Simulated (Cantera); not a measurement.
Input: 1 mol CuO, 200 mol H2, at 100 Torr.

These are equilibrium values from Cantera (NASA tables, ideal gas, pure condensed phases), not measurements of a reactor. Candidate condensed phases: Cu, CuO, Cu(OH)2, Cu2O, H2O; 12 gas species. Kinetics and transport are ignored. All values below are at 1677 °C.

Base state: H2 0.987, H2O 0.00497, Cu 0.00496, H 0.00312 (mole fractions); condensed: gas only.

### Question
What changes in the equilibrium state with this change: CuO replaced by SiO2?

### Answer
```tsv
species	before	after
H2	0.987	0.987
SiO	0	0.00497
H2O	0.00497	0.00497
Cu	0.00496	0
H	0.00312	0.00312
```
Further candidate phases: Si, SiO2.

### Question
What changes in the equilibrium state with this change: pressure from 100 Torr to 1 atm?

### Answer
| species | before | after |
|---|---|---|
| H2 | 0.987 | 0.991 |
| H2O | 0.00497 | 0.00498 |
| Cu | 0.00496 | 0.00264 |
| H | 0.00312 | 0.00113 |
| Cu(l), mol | 0 | 0.467 |
